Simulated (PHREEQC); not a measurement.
0.016 g of hydrous ferric oxide (600 m²/g; 0.2 weak and 0.005 strong sites per Fe, Dzombak-Morel constants, diffuse double layer) in 1 kg of water with 0.05 mol/kgw of an inert sodium salt and 0.11 mmol/kgw ZnSO4, at 25 °C; the pH is set by adding NaOH or the inert anion's acid. Oxygen alone is held at its pressure in air (log pO2 = -0.68). CO2 from the air is kept out. Precipitation was switched off in this run.

The series has 17 steps of pH, from 3 to 11.

The numbers come from PHREEQC with the ion-association model, wateq4f.dat.

Task: At which pH does the surface charge pass through zero?

Result: Near pH 9.9.

Along this series the solution becomes supersaturated in solids that the run did not let form, among them Zincite(c), Zn4(OH)6SO4. The oxide is taken as insoluble; below pH 4 it would dissolve.
